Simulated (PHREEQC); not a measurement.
Make-up at 25 °C: 0.19 mol HNO3, 0.0098 mol CuSO4 and 0.0041 mol MnSO4 per kg of water. Closed to the air; pH follows from the charge balance.

The numbers come from PHREEQC with the ion-association model, wateq4f.dat.

pH: 0.85
ionic strength: 0.221 mol/kgw
activity of water: 0.993
total alkalinity: -190 meq/kg

| species | molality | activity | log γ |
|---|---|---|---|
| NO3- | 0.190 | 0.130 | -0.164 |
| H+ | 0.179 | 0.142 | -0.100 |
| HSO4- | 0.0113 | 0.00818 | -0.141 |
| Cu+2 | 0.00945 | 0.00300 | -0.498 |
| Mn+2 | 0.00390 | 0.00124 | -0.498 |
| SO4-2 | 0.00210 | 0.000593 | -0.550 |
| CuSO4 | 0.000346 | 0.000364 | 0.022 |
| MnSO4 | 0.000124 | 0.000131 | 0.022 |
| Mn(NO3)2 | 7.94e-5 | 8.36e-5 | 0.022 |

This is a speciation only: nothing precipitates in the calculation.
